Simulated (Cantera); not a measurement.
An isothermal, constant-pressure homogeneous reactor starts with NH3 : H2 = 1 : 2.1 (molar parts), at 1925 K and 90.0 Torr.

Model: the gas-phase N/H chemistry of the illustrative SiF4/NH3 mechanism in the Surface Chemkin manual (1991), integrated in Cantera. Walls and surfaces, which speed up NH3 decomposition in real reactors, are not modelled.

One state of this run: x NH3 = 0.220; x H2 = 0.741; x N2H4 = 1.16e-8; x N = 4.53e-7; x N2H2 = 8.14e-7. x: mole fraction; the columns are a selection and need not sum to one.

**Question.** Which value of t (s) does it belong to?
(A) 0.247
(B) 0.931
(C) 50.0
(D) 0.00122

**Answer.** A, 0.247
